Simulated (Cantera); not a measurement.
An adiabatic, constant-pressure homogeneous reactor starts with CO : H2 : O2 : N2 : H2O = 1 : 1.5 : 2.66 : 24.5 : 8 (molar parts), equivalence ratio 0.47, at 1098 K and 1.00 bar.

Model: GRI-Mech 3.0 (53 species, 325 reactions), integrated in Cantera.

### Question
Predict: time of steepest temperature rise; temperature at 0.200 s; equilibrium temperature; x(CO) at 0.200 s; x(H2) at 0.200 s; x(O2) at 0.200 s; x(NO2) at 0.200 s; x(H2O2) at 0.200 s.

### Answer
- time of steepest temperature rise: 0.790 ms
- temperature at 0.200 s: 1573 K
- equilibrium temperature: 1571 K
- x(CO) at 0.200 s: 1.94e-6 (gas-phase equilibrium 1.91e-6)
- x(H2) at 0.200 s: 6.38e-6 (gas-phase equilibrium 6.29e-6)
- x(O2) at 0.200 s: 0.0387 (gas-phase equilibrium 0.0384)
- x(NO2) at 0.200 s: 1.07e-9 (gas-phase equilibrium 1.26e-6)
- x(H2O2) at 0.200 s: 1.59e-8 (gas-phase equilibrium 1.57e-8)
